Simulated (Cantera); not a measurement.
Feed: 1 mol SiHCl3, 0.043 mol Cl2, 66 mol H2, at 20.0 mbar.

Method: chemical equilibrium by Gibbs-energy minimisation in Cantera with the NASA 1993 tables (ideal gas, pure condensed phases). Candidate condensed phases: Si; 19 gas species. Rates play no part.

Over these rows the condensed part is Si(s). Partial pressures as log10 of bar:

```
T (K)  1000/T (1/K)  log p SiCl2  log p H2  log p HCl
-----  ------------  -----------  --------  ---------
948          1.0549        -5.50     -1.71      -3.69
998          1.0020        -5.10     -1.71      -3.52
1048         0.9542        -4.78     -1.71      -3.38
1098         0.9107        -4.52     -1.71      -3.27
1148         0.8711            ?     -1.72      -3.20
1198         0.8347        -4.23     -1.72      -3.16
```

### Question
Fit log p(SiCl2) = a + b·(1000/T) to the five rows, give the apparent enthalpy, and predict the row at 1148 K.

### Answer
Means: 1000/T = 0.9513, log p = -4.826. Sxy = -0.165502, Sxx = 0.0285558, so b = -5.80 and a = -4.826 − (-5.80)×0.9513 = 0.69.
Apparent enthalpy: −19.145 × (-5.80) = 111 kJ/mol. With the condensed phases at unit activity, Si(s) + 2 HCl(g) = SiCl2(g) + H2(g) links this pressure to the main gases: over the six rows their terms move log p by +1.07 in all, so the slope isn't that reaction's ΔH° alone. The five rows lie within 0.08 of the line.
Prediction at 1148 K: 0.69 + (-5.80)×0.8711 = -4.36. The computed value is -4.34, 0.02 from the line.
